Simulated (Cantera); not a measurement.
A diamond (100) surface in a fixed gas of H2 with x(CH4) = 0.0023, x(H) = 0.0018, x(CH3) = 0.0013, 113 Torr; coverages are run to steady state.

Computed with Cantera and the Harris–Goodwin 1993 mechanism for the reconstructed diamond (100) surface.

θ: site fractions in the mechanism's names (c6HH fully hydrogenated, c6H* and c6*H radical sites, c6** diradical, c6HM methylated).

| T (K) | growth (µm/h) | θ c6HH | θ c6H* | θ c6*H | θ c6** | θ c6HM |
|---|---|---|---|---|---|---|
| 900 | … | 0.406 | 0.00606 | 0.169 | 0.00213 | 0.336 |
| 975 | … | 0.408 | 0.0104 | 0.229 | 0.00433 | 0.261 |
| 1050 | 76.3 | 0.406 | 0.0164 | 0.292 | 0.00788 | 0.192 |
| 1125 | 80.6 | 0.415 | 0.0246 | 0.368 | 0.0134 | 0.114 |
| 1200 | … | 0.421 | 0.0348 | 0.445 | 0.0208 | 0.0442 |
| 1275 | … | 0.406 | 0.0442 | 0.492 | 0.0283 | 0.0122 |
| 1350 | … | 0.385 | 0.0522 | 0.514 | 0.0351 | 0.00303 |

**Question.** Some entries are withheld; supply them.

**Answer.** 
- 900, growth (µm/h): 33.6
- 975, growth (µm/h): 54.7
- 1200, growth (µm/h): 56.7
- 1275, growth (µm/h): 35.6
- 1350, growth (µm/h): 29.0
